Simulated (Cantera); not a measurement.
A closed system holds: 1 mol Si, a varied amount of HF, held at 1050 K and 7700 Pa.

Cantera equilibrium calculation (NASA polynomials, part measured and part estimated; ideal gas, pure solids and liquids). Candidate condensed phases: Si; 25 gas species. Equilibrium is a limit: real reactors are often held back by kinetics, nucleation or transport.

Q: Which condensed phases are stable at each of these points (n(HF) (mol)): 2, 2.4, 2.9, 3.4, 4.1, 4.9, 5.9, 7.1, 8.5?

A: 
| n(HF) (mol) | condensed phases | Si condensed (%) |
|---|---|---|
| 2 | Si(s) | 49.2 |
| 2.4 | Si(s) | 39.0 |
| 2.9 | Si(s) | 26.3 |
| 3.4 | Si(s) | 13.6 |
| 4.1 | gas only | 0.0 |
| 4.9 | gas only | 0.0 |
| 5.9 | gas only | 0.0 |
| 7.1 | gas only | 0.0 |
| 8.5 | gas only | 0.0 |

From 2 mol HF to 3.4 mol HF the condensed part is Si(s). From 4.1 mol HF to 8.5 mol HF nothing is condensed.
